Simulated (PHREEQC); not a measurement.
A PHREEQC speciation (ion-association model, phreeqc.dat) at 90 °C gives pH 1.84 and these molalities:

```json
[
 {"species": "Cl-", "mol/kgw": "0.128"},
 {"species": "CuCl+", "mol/kgw": "0.0440"},
 {"species": "Cu+2", "mol/kgw": "0.0315"},
 {"species": "H+", "mol/kgw": "0.0185"},
 {"species": "HSO4-", "mol/kgw": "0.00350"},
 {"species": "Zn+2", "mol/kgw": "0.00271"},
 {"species": "ZnCl+", "mol/kgw": "0.00265"},
 {"species": "CuCl2", "mol/kgw": "0.00253"},
 {"species": "SO4-2", "mol/kgw": "0.00123"},
 {"species": "CuSO4", "mol/kgw": "0.000882"},
 {"species": "ZnCl2", "mol/kgw": "0.000206"},
 {"species": "ZnSO4", "mol/kgw": "8.23e-5"},
 {"species": "ZnCl3-", "mol/kgw": "4.20e-5"},
 {"species": "ZnCl4-2", "mol/kgw": "7.40e-6"},
 {"species": "CuCl3-", "mol/kgw": "3.05e-6"}
]
```

Problem. What are the element totals, and what could have been dissolved in 1 kg of water to give them?

Solution. Several could match; the one computed here: totals Cl 0.180, Cu(2) 0.0790, S(6) 0.00570, Zn 0.00570 mol/kgw, from 22 mmol/kgw HCl, 5.7 mmol/kgw ZnSO4 and 79 mmol/kgw CuCl2.

Precipitation was switched off in this run. Species that the database lacks are ignored. Away from 25 °C the constants follow the database's enthalpies or fits; those with neither stay at their 25 °C values.
